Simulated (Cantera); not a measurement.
Mixture: CH₄ : O₂ : N₂ = 1 : 1.33 : 5.87 (molar parts), at 100000 Pa, adiabatic and at constant pressure. Ignition delay is the time to a rise of 400 K.

Detailed kinetics in Cantera: GRI-Mech 3.0 (53 species, 325 reactions).

Task: What does this change do: pressure from 100000 Pa to 32000 Pa?

Result: 
```json
[
 {"quantity": "delay at 1275 K", "before": "23.6 ms", "after": "56.0 ms"},
 {"quantity": "delay at 1425 K", "before": "3.65 ms", "after": "8.30 ms"},
 {"quantity": "delay at 1575 K", "before": "0.754 ms", "after": "1.84 ms"},
 {"quantity": "delay at 1725 K", "before": "0.217 ms", "after": "0.585 ms"},
 {"quantity": "delay at 1875 K", "before": "82.1 µs", "after": "0.237 ms"},
 {"quantity": "apparent activation energy between 1725 and 1875 K", "before": "170 kJ/mol", "after": "160 kJ/mol"}
]
```
